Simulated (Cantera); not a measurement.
What does this Cantera script print?

```python
import numpy as np
import cantera as ct

gas_names = """
    Fe FeO Fe(OH)2 H HO2 H2 H2O H2O2 H2S H2SO4 O OH O2 O3 S SH SO SO2 SO3 S2 S2O S8
""".split()
cond_names = """
    Fe(a) Fe(c) Fe(d) Fe(L) FeO(s) FeO(L) Fe(OH)2(s) Fe(OH)3(s) FeS(a) FeS(b) FeS(c) FeS(L) FeSO4(s)
    FeS2(s) Fe2O3(s) Fe2S3O12(s) Fe3O4(s) H2O(s) H2O(L) H2SO4(L) S(cr1) S(cr2) S(L)
""".split()


def load(file, names, dense=False):
    # The tables refer to 1 bar. Condensed volumes are neglected.
    table = {s.name: s for s in ct.Species.list_from_file(file)}
    out = []
    for n in names:
        d = dict(table[n].input_data)
        d["thermo"] = dict(d["thermo"], **{"reference-pressure": 1e5})
        if dense:
            d["equation-of-state"] = {"model": "constant-volume", "density": "1e6 g/cm^3"}
        out.append(ct.Species.from_dict(d))
    return out


gas = ct.Solution(thermo="ideal-gas", species=load("nasa_gas.yaml", gas_names))
cond = {s.name: ct.Solution(thermo="fixed-stoichiometry", species=[s], name=s.name)
        for s in load("nasa_condensed.yaml", cond_names, dense=True)}
atoms = {
    'FeS': {'Fe': 1, 'S': 1},
    'O2': {'O': 2},
    'H2O': {'H': 2, 'O': 1},
    'H2S': {'H': 2, 'S': 1},
}
top_T = {'FeSO4(s)': 950, 'FeS2(s)': 1010, 'Fe2O3(s)': 1830, 'Fe2S3O12(s)': 1100, 'Fe3O4(s)': 1870}  # K; cautious upper limits of use, not melting points


def equilibrate(T, P, feed):
    n = {}
    for name, mol in feed.items():
        for a, k in atoms[name].items():
            n[a] = n.get(a, 0.0) + k * mol
    gas.TPX = T, P, n
    mass = sum(n.values()) * gas.mean_molecular_weight
    gas.equilibrate("TP")
    valid = [c for c in cond.values() if c.min_temp <= T <= top_T.get(c.name, c.max_temp)]
    mix = ct.Mixture([(gas, mass / gas.mean_molecular_weight)] + [(c, 0.0) for c in valid])
    mix.T, mix.P = T, P
    mix.equilibrate("TP", solver="vcs", rtol=1e-11, max_steps=5000)
    return mix


results = []
feed = {'FeS': 1, 'O2': 0.72, 'H2O': 0.17, 'H2S': 0.3}  # mol
T = 1248  # K
P = 13332.2  # Pa
mix = equilibrate(T, P, feed)
results.append((T, P, feed, dict(zip(mix.species_names, mix.species_moles))))
print(gas.report(threshold=1e-06))
for i in range(1, mix.n_phases):
    print(f"{mix.phase(i).name:16s} {mix.phase_moles(i):12.5e} mol")
```

Output:

```
       temperature   1248 K
          pressure   13332 Pa
           density   0.0529 kg/m^3
  mean mol. weight   41.172 kg/kmol
   phase of matter   gas

                          1 kg             1 kmol
                     ---------------   ---------------
          enthalpy       -4.8888e+06       -2.0128e+08  J
   internal energy       -5.1408e+06       -2.1166e+08  J
           entropy            7353.8        3.0277e+05  J/K
    Gibbs function       -1.4066e+07       -5.7914e+08  J
 heat capacity c_p            1196.4             49259  J/K
 heat capacity c_v            994.48             40945  J/K

                      mass frac. Y      mole frac. X     chem. pot. / RT
                     ---------------   ---------------   ---------------
                H2        0.00041492         0.0084738            -24.87
               H2O           0.20965           0.47913           -51.658
               H2S         0.0090041          0.010879           -36.323
                SH         8.033e-05        0.00010002           -23.888
                SO        0.00073648        0.00063094           -38.242
               SO2           0.69798           0.44861            -65.03
                S2          0.077717          0.049903           -22.907
               S2O         0.0044218         0.0022723           -49.696
     [  +14 minor]        1.6091e-06        1.4035e-06

Fe(c)             0.00000e+00 mol
FeO(s)            0.00000e+00 mol
Fe(OH)2(s)        0.00000e+00 mol
Fe(OH)3(s)        0.00000e+00 mol
FeS(c)            7.67739e-01 mol
Fe2O3(s)          0.00000e+00 mol
Fe3O4(s)          7.74203e-02 mol
S(L)              0.00000e+00 mol
```

Cantera equilibrium calculation (NASA polynomials, part measured and part estimated; ideal gas, pure solids and liquids). Mutual solubility and eutectic melting of coexisting phases are not modelled. FeS: taken at fixed stoichiometry. Gases not in the tables: S3 to S7.
